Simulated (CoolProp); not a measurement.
Properties of R124 along the isotherm 470 K (Tc = 395.4 K, pc = 3.624 MPa, ω = 0.288).

Model: reference Helmholtz-energy equation of state, de Vries 1995, in CoolProp.

```json
[
 {"p (MPa)": "2.01", "phase": "gas", "Z": "0.8914", "cp (kJ/(kg K))": "1.017", "cv (kJ/(kg K))": "0.9093", "speed of sound (m/s)": "159.2", "expansivity (1/kK)": "3.174", "fugacity coefficient": "0.8987"},
 {"p (MPa)": "4.03", "phase": "supercritical", "Z": "0.7749", "cp (kJ/(kg K))": "1.136", "cv (kJ/(kg K))": "0.9335", "speed of sound (m/s)": "143.7", "expansivity (1/kK)": "5.043", "fugacity coefficient": "0.8043"},
 {"p (MPa)": "6.04", "phase": "supercritical", "Z": "0.6580", "cp (kJ/(kg K))": "1.342", "cv (kJ/(kg K))": "0.9561", "speed of sound (m/s)": "132.8", "expansivity (1/kK)": "8.084", "fugacity coefficient": "0.7180"},
 {"p (MPa)": "8.05", "phase": "supercritical", "Z": "0.5732", "cp (kJ/(kg K))": "1.531", "cv (kJ/(kg K))": "0.9655", "speed of sound (m/s)": "138.0", "expansivity (1/kK)": "10.01", "fugacity coefficient": "0.6425"},
 {"p (MPa)": "10.1", "phase": "supercritical", "Z": "0.5530", "cp (kJ/(kg K))": "1.519", "cv (kJ/(kg K))": "0.9618", "speed of sound (m/s)": "163.2", "expansivity (1/kK)": "8.384", "fugacity coefficient": "0.5812"},
 {"p (MPa)": "12.1", "phase": "supercritical", "Z": "0.5743", "cp (kJ/(kg K))": "1.447", "cv (kJ/(kg K))": "0.9569", "speed of sound (m/s)": "193.5", "expansivity (1/kK)": "6.492", "fugacity coefficient": "0.5369"},
 {"p (MPa)": "14.1", "phase": "supercritical", "Z": "0.6119", "cp (kJ/(kg K))": "1.390", "cv (kJ/(kg K))": "0.9536", "speed of sound (m/s)": "222.3", "expansivity (1/kK)": "5.233", "fugacity coefficient": "0.5044"},
 {"p (MPa)": "16.1", "phase": "supercritical", "Z": "0.6563", "cp (kJ/(kg K))": "1.349", "cv (kJ/(kg K))": "0.9515", "speed of sound (m/s)": "248.5", "expansivity (1/kK)": "4.404", "fugacity coefficient": "0.4805"},
 {"p (MPa)": "18.1", "phase": "supercritical", "Z": "0.7038", "cp (kJ/(kg K))": "1.318", "cv (kJ/(kg K))": "0.9502", "speed of sound (m/s)": "272.4", "expansivity (1/kK)": "3.828", "fugacity coefficient": "0.4628"}
]
```
